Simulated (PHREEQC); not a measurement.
Model water analysis in mg/kgw, 71 °C, pH 5.93, pe 0.7: Na 0.269; K 0.107; Ca 0.124; Mg 0.146; Cl 0.459; S(6) as SO4 0.655; Alkalinity as HCO3 0.301; F 6.56e-05.

Valence states are taken as typed.

Equilibrium calculation in PHREEQC: ion-association model, wateq4f.dat.

```
Property                       Result
--------------------  ---------------
ionic strength        4.90e-5 mol/kgw
charge-balance error            1.7 %
```

```json
[
 {"species": "CO2", "molality": "1.43e-5", "activity": "1.43e-5", "log γ": "0.000"},
 {"species": "Cl-", "molality": "1.29e-5", "activity": "1.28e-5", "log γ": "-0.004"},
 {"species": "Na+", "molality": "1.17e-5", "activity": "1.16e-5", "log γ": "-0.004"},
 {"species": "SO4-2", "molality": "6.79e-6", "activity": "6.55e-6", "log γ": "-0.015"},
 {"species": "HCO3-", "molality": "5.98e-6", "activity": "5.93e-6", "log γ": "-0.004"},
 {"species": "Mg+2", "molality": "5.98e-6", "activity": "5.77e-6", "log γ": "-0.015"},
 {"species": "Ca+2", "molality": "3.09e-6", "activity": "2.98e-6", "log γ": "-0.015"},
 {"species": "K+", "molality": "2.74e-6", "activity": "2.71e-6", "log γ": "-0.004"},
 {"species": "H+", "molality": "1.19e-6", "activity": "1.17e-6", "log γ": "-0.004"},
 {"species": "OH-", "molality": "1.39e-7", "activity": "1.38e-7", "log γ": "-0.004"},
 {"species": "MgSO4", "molality": "2.47e-8", "activity": "2.47e-8", "log γ": "0.000"},
 {"species": "CaSO4", "molality": "5.65e-9", "activity": "5.65e-9", "log γ": "0.000"},
 {"species": "F-", "molality": "3.43e-9", "activity": "3.41e-9", "log γ": "-0.004"}
]
```

This is a speciation only: nothing precipitates in the calculation. Species that the database lacks are ignored. At this temperature some constants are extrapolated from 25 °C, and those without enthalpy data are left unchanged.
